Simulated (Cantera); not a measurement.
Input: 1 mol Ta, 2.4 mol CH₄, at 1777 °C and 14.0 Pa.

Cantera equilibrium calculation (NASA polynomials, part measured and part estimated; ideal gas, pure solids and liquids). Candidate condensed phases: C, C₆H₆, C₇H₈, C₈H₁₈, Ta, TaC; 77 gas species. TaC: taken at fixed stoichiometry. Condensed phases not in the tables: Ta₂C. The numbers say what is thermodynamically allowed, not how fast it happens.

Base state: H₂ 0.825, H 0.174, C₂H₂ (acetylene) 0.000876 (mole fractions); condensed: C(graphite) + TaC(s).

Task: What changes in the equilibrium state with this change: pressure from 14.0 Pa to 28.0 Pa?

Result: 
```tsv
species	before	after
H₂	0.825	0.872
H	0.174	0.127
C₂H₂ (acetylene)	0.000876	0.000926
C(graphite), mol	1.39	1.39
TaC(s), mol	1.00	1.00
```
